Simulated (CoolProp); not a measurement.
2000 sccm (0 °C, 1 atm) of nitrogen bubbles through liquid isohexane at 296.2 K and leaves saturated at a total pressure of 0.15 MPa (ideal gas phase). Each further row changes one setting.

Model: reference Helmholtz-energy equation of state, Lemmon 2006, in CoolProp. It is a short technical equation, of lower accuracy than the large ones.

| case | vapour pressure (kPa) | mole fraction of vapour | delivery (mg/min) | delivery (sccm) | change of delivery for a bath 1 K warmer (%) |
|---|---|---|---|---|---|
| as stated | 26.0 | 0.174 | 1610 | 420 | 5.2 |
| bath temperature 301.2 K | 32.0 | 0.213 | 2080 | 542 | 5.3 |
| total pressure 0.3 MPa | 26.0 | 0.0868 | 730 | 190 | 4.7 |
